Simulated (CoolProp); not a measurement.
Vapour-liquid equilibrium of propane (1) + neopentane (2) at 289 K; x and y are mole fractions of (1).

Model: multi-fluid Helmholtz-energy mixture model, Lemmon 2009 and Lemmon 2006; pair parameters Bell 2016, in CoolProp.

```json
[
 {"x": "0.05", "bubble pressure (MPa)": "0.1417", "y at the bubble point": "0.145", "dew pressure at overall composition x (MPa)": "0.1315", "liquid density (mol/L)": "8.380"},
 {"x": "0.125", "bubble pressure (MPa)": "0.1648", "y at the bubble point": "[?]", "dew pressure at overall composition x (MPa)": "[?]", "liquid density (mol/L)": "8.600"},
 {"x": "0.2", "bubble pressure (MPa)": "0.1895", "y at the bubble point": "0.453", "dew pressure at overall composition x (MPa)": "0.1484", "liquid density (mol/L)": "8.828"},
 {"x": "0.275", "bubble pressure (MPa)": "0.2171", "y at the bubble point": "0.566", "dew pressure at overall composition x (MPa)": "0.1586", "liquid density (mol/L)": "9.066"},
 {"x": "0.35", "bubble pressure (MPa)": "0.2490", "y at the bubble point": "0.663", "dew pressure at overall composition x (MPa)": "0.1703", "liquid density (mol/L)": "9.311"},
 {"x": "0.425", "bubble pressure (MPa)": "0.2860", "y at the bubble point": "[?]", "dew pressure at overall composition x (MPa)": "0.1839", "liquid density (mol/L)": "9.564"},
 {"x": "0.5", "bubble pressure (MPa)": "0.3293", "y at the bubble point": "0.812", "dew pressure at overall composition x (MPa)": "0.2000", "liquid density (mol/L)": "9.823"},
 {"x": "0.575", "bubble pressure (MPa)": "0.3794", "y at the bubble point": "0.867", "dew pressure at overall composition x (MPa)": "0.2196", "liquid density (mol/L)": "10.09"},
 {"x": "0.65", "bubble pressure (MPa)": "0.4363", "y at the bubble point": "0.910", "dew pressure at overall composition x (MPa)": "0.2440", "liquid density (mol/L)": "10.35"},
 {"x": "0.725", "bubble pressure (MPa)": "0.4995", "y at the bubble point": "0.943", "dew pressure at overall composition x (MPa)": "0.2759", "liquid density (mol/L)": "10.62"},
 {"x": "0.8", "bubble pressure (MPa)": "0.5673", "y at the bubble point": "0.966", "dew pressure at overall composition x (MPa)": "0.3202", "liquid density (mol/L)": "10.88"},
 {"x": "0.875", "bubble pressure (MPa)": "0.6372", "y at the bubble point": "[?]", "dew pressure at overall composition x (MPa)": "0.3884", "liquid density (mol/L)": "11.12"},
 {"x": "0.95", "bubble pressure (MPa)": "0.7057", "y at the bubble point": "0.995", "dew pressure at overall composition x (MPa)": "[?]", "liquid density (mol/L)": "11.35"}
]
```

Problem. Fill in the missing entries.

Solution. 
- 0.125, y at the bubble point: 0.316
- 0.125, dew pressure at overall composition x (MPa): 0.1394
- 0.425, y at the bubble point: 0.745
- 0.875, y at the bubble point: 0.983
- 0.95, dew pressure at overall composition x (MPa): 0.5181

No azeotrope shows between x = 0.05 and 0.95.

The pair parameters rest on a limited set of measurements; away from them the model extrapolates.
